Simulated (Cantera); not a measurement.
Cantera run:

```python
import numpy as np
import cantera as ct

gas_names = """
    Fe FeO Fe(OH)2 H HO2 H2 H2O H2O2 O OH O2 O3
""".split()
cond_names = """
    Fe(a) Fe(c) Fe(d) Fe(L) FeO(s) FeO(L) Fe(OH)2(s) Fe(OH)3(s) Fe2O3(s) Fe3O4(s) H2O(s) H2O(L)
""".split()


# ... load() reads the species with a 1 bar reference pressure and builds the phases ...
atoms = {
    'Fe2O3': {'Fe': 2, 'O': 3},
    'H2': {'H': 2},
    'H2O': {'H': 2, 'O': 1},
}
top_T = {'Fe2O3(s)': 1830, 'Fe3O4(s)': 1870}  # K; cautious upper limits of use, not melting points


# ... equilibrate(T, P, feed) seeds the gas with the atoms and calls Mixture.equilibrate('TP', solver="vcs", rtol=1e-11, max_steps=5000) ...
results = []
T = 1348  # K
P = 4200  # Pa
for m in [0.39, 1.6, 2.8, 4, 5.2, 6.4, 7.6]:
    feed = {'Fe2O3': 1, 'H2': 0.47, 'H2O': m}  # mol
    mix = equilibrate(T, P, feed)
    results.append((T, P, feed, dict(zip(mix.species_names, mix.species_moles))))

top = {s: max(r[3][s] / sum(r[3][g] for g in gas_names) for r in results) for s in gas_names}
cols = sorted((s for s in top if top[s] > 1e-06), key=lambda s: -top[s])[:8]
seen = [c for c in cond_names if any(r[3].get(c, 0) > 1e-12 for r in results)]
print("log10 of partial pressures in bar; condensed amounts in mol")
print(f"{'n(H2O)':>10s}" + "".join(f"{s[:9]:>10s}" for s in cols + seen))
for T, P, feed, n in results:
    ng = sum(n[g] for g in gas_names)
    print(f"{feed['H2O']:10.4g}" + "".join(f"{np.log10(max(n[s] / ng * P / 1e5, 1e-99)):10.3f}" for s in cols)
          + "".join(f"{n.get(c, 0):10.4g}" for c in seen))
```

It prints:

```
log10 of partial pressures in bar; condensed amounts in mol
    n(H2O)       H2O        H2   Fe(OH)2         H        OH    FeO(s)  Fe3O4(s)
      0.39    -1.388    -2.960    -6.901    -7.116    -7.337    0.3426    0.5525
       1.6    -1.388    -2.960    -6.901    -7.116    -7.337    0.2477    0.5841
       2.8    -1.388    -2.960    -6.901    -7.116    -7.337    0.1537    0.6154
         4    -1.388    -2.960    -6.901    -7.116    -7.337   0.05959    0.6468
       5.2    -1.387    -2.995    -6.912    -7.133    -7.319         0    0.6667
       6.4    -1.385    -3.078    -6.939    -7.175    -7.275         0    0.6667
       7.6    -1.384    -3.148    -6.961    -7.210    -7.239         0    0.6667
```

These are equilibrium values from Cantera (NASA tables, ideal gas, pure condensed phases), not measurements of a reactor. Mutual solubility and eutectic melting of coexisting phases are not modelled. The tables' stoichiometric FeO is somewhat more stable than real wüstite, so its field is too wide. FeO: taken at fixed stoichiometry.
